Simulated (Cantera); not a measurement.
# Pyrogenic steam for wet oxidation

An isothermal, constant-pressure homogeneous reactor starts with 33.3 % H2, 19.6 % O2, 47.1 % N2, equivalence ratio 0.85, at 1325 K and 0.987 atm.

Detailed kinetics in Cantera: GRI-Mech 3.0 (53 species, 325 reactions). The temperature is held fixed by assumption; the heat of reaction is taken as removed at once.

```csv
t (s),x H2,x O2,x H2O,x NO,x N2O,x OH,x HO2
0.000400,0.000482,0.0354,0.399,1.37e-5,1.48e-7,0.000453,1.23e-5
0.000943,9.36e-5,0.0353,0.400,1.36e-5,1.57e-7,0.000218,3.05e-6
0.00222,1.72e-5,0.0353,0.400,1.36e-5,1.60e-7,0.000115,6.80e-7
0.00524,3.86e-6,0.0353,0.400,1.37e-5,1.61e-7,6.56e-5,1.83e-7
0.0124,1.24e-6,0.0353,0.400,1.37e-5,1.56e-7,4.03e-5,6.71e-8
0.0291,5.40e-7,0.0353,0.400,1.38e-5,1.42e-7,2.67e-5,3.48e-8
0.0687,3.32e-7,0.0353,0.400,1.38e-5,1.11e-7,2.00e-5,2.63e-8
0.162,2.90e-7,0.0353,0.400,1.38e-5,6.33e-8,1.81e-5,2.49e-8
0.382,2.88e-7,0.0353,0.400,1.38e-5,2.11e-8,1.79e-5,2.48e-8
0.900,2.88e-7,0.0353,0.400,1.38e-5,9.33e-9,1.79e-5,2.48e-8
2.12,2.88e-7,0.0353,0.400,1.38e-5,8.98e-9,1.79e-5,2.48e-8
5.00,2.88e-7,0.0353,0.400,1.38e-5,8.98e-9,1.79e-5,2.48e-8
```
x: mole fraction; the columns are a selection and need not sum to one.

Equilibrium at this temperature and pressure: H2 2.88e-7, O2 0.0352, H2O 0.400, NO 0.000162, N2O 8.97e-9, OH 1.79e-5, HO2 2.48e-8 (gas phase only).
